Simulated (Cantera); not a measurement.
A perfectly stirred reactor is fed with CH4 : CO : O2 : N2 = 1 : 0.25 : 4.34 : 16.3 (molar parts), at 4.93 atm; it is adiabatic with a 725 K inlet, and is followed from long to short residence time, starting on the burning branch (τ in s: 0.021, 0.012, 0.0064, 0.0036, 0.002, 0.0011, 0.00062, 0.00035, 0.00019, 0.00011, 6e-05).

Detailed kinetics in Cantera: GRI-Mech 3.0 (53 species, 325 reactions).

**Question.** What does this change do: inlet temperature 725 to 500 K?

**Answer.** 
```csv
quantity,before,after
"blow-out, bracketed by the residence times tried","burning at 0.110 ms, out at 60.0 µs","burning at 0.620 ms, out at 0.350 ms"
x(CH4) at τ = 21.0 ms,1.37e-5,3.08e-5
x(CO) at τ = 21.0 ms,0.000300,0.000482
x(O2) at τ = 21.0 ms,0.102,0.102
x(HCO) at τ = 21.0 ms,1.08e-8,1.23e-8
x(OH) at τ = 21.0 ms,0.000703,0.000368
x(CH4) at τ = 1.10 ms,0.000102,0.000287
x(CO) at τ = 1.10 ms,0.00239,0.00471
x(O2) at τ = 1.10 ms,0.103,0.104
x(HCO) at τ = 1.10 ms,2.19e-7,2.57e-7
x(OH) at τ = 1.10 ms,0.00150,0.000649
```

**Question.** What does this change do: pressure from 4.93 atm to 1.00 atm?

**Answer.** 
```tsv
quantity	before	after
blow-out, bracketed by the residence times tried	burning at 0.110 ms, out at 60.0 µs	burning at 0.190 ms, out at 0.110 ms
x(CH4) at τ = 21.0 ms	1.37e-5	2.04e-5
x(CO) at τ = 21.0 ms	0.000300	0.000884
x(O2) at τ = 21.0 ms	0.102	0.102
x(HCO) at τ = 21.0 ms	1.08e-8	5.45e-8
x(OH) at τ = 21.0 ms	0.000703	0.00187
x(CH4) at τ = 1.10 ms	0.000102	0.000143
x(CO) at τ = 1.10 ms	0.00239	0.00581
x(O2) at τ = 1.10 ms	0.103	0.103
x(HCO) at τ = 1.10 ms	2.19e-7	1.13e-6
x(OH) at τ = 1.10 ms	0.00150	0.00381
```
